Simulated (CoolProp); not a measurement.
A single-stage vapour-compression cycle with the fluid: evaporating at 250.15 K (dew point), condensing at 319.15 K (bubble point), superheat 8 K, subcooling 2 K, compressor efficiency 0.7, no pressure losses. The same conditions are run with several fluids, on thermodynamics alone (safety and materials aside).

The numbers come from the reference Helmholtz-energy equation of state of each fluid (C3F8 (R218): Lemmon 2006; R143a: Lemmon and Jacobsen 2000; isobutane: Bücker 2006; R124: de Vries 1995; isobutene: Lemmon 2005; R1233zd(E): Akasaka 2022) in CoolProp.

```tsv
fluid	cooling COP	pressure ratio	discharge temperature (K)	refrigerating effect (kJ/kg)	volumetric capacity (kJ/m³)
C3F8 (R218)	1.05	8.11	319.1	31.0	530
R143a	1.57	7.47	353.5	111	1330
isobutane	1.83	9.72	341.8	229	406
R124	1.80	11.2	345.3	102	416
isobutene	1.91	10.6	351.5	263	364
R1233zd(E)	1.95	16.5	354.4	141	137
```

The compression ends wet for: C3F8 (R218).
